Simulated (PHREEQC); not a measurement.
Consider water at 25 °C with 0.36 mol NH4Cl and 0.003 mol Na2CO3 per kg of water. Closed to the air; pH follows from the charge balance.

Model: ion-association model, wateq4f.dat, run in PHREEQC.

Precipitation was switched off in this run.

Q: Order these C species by the share of C that they hold, largest first: NaHCO3, CO2, HCO3-, CO3-2.

A: HCO3- (93 %), CO2 (6.5 %), CO3-2 (0.26 %), NaHCO3 (0.15 %)

The pH is 7.33 and the ionic strength 0.363 mol/kgw. Complexes and solids missing from the database can't appear.
